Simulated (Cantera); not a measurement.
A perfectly stirred reactor is fed with C2H6 : H2 = 1 : 2.3 (molar parts), at 0.000266 atm; it is held at 1523 K, and followed from long to short residence time.

Computed with Cantera and GRI-Mech 3.0 (53 species, 325 reactions). GRI-Mech 3.0 stops at C3 and has no aromatics, soot or wall deposition, so with more carbon than oxygen in the feed, carbon stays in small species such as C2H2 where larger ones or solid carbon would form. Radical loss at walls, strong at low pressure, is not modelled.

```json
[
 {"quantity": "x(C2H6) at τ = 24.0 s", "before": "0.000291", "after": "5.62e-5"},
 {"quantity": "x(H2) at τ = 24.0 s", "before": "0.754", "after": "0.938"},
 {"quantity": "x(CH2) at τ = 24.0 s", "before": "1.58e-6", "after": "8.10e-7"},
 {"quantity": "x(CH3) at τ = 24.0 s", "before": "0.00255", "after": "0.000931"},
 {"quantity": "x(H) at τ = 24.0 s", "before": "0.00121", "after": "0.00138"},
 {"quantity": "x(C2H6) at τ = 0.110 s", "before": "0.0412", "after": "0.00706"},
 {"quantity": "x(H2) at τ = 0.110 s", "before": "0.624", "after": "0.926"},
 {"quantity": "x(CH2) at τ = 0.110 s", "before": "1.00e-5", "after": "3.18e-6"},
 {"quantity": "x(CH3) at τ = 0.110 s", "before": "0.0226", "after": "0.00384"},
 {"quantity": "x(H) at τ = 0.110 s", "before": "0.00184", "after": "0.00210"}
]
```

### Question
What was changed between the two runs?
A) temperature 1523 to 1100 K
B) C2H6 1 to 0.24 parts
C) H2 2.3 to 1.3 parts
D) H2 2.3 to 20 parts

### Answer
D, H2 2.3 to 20 parts
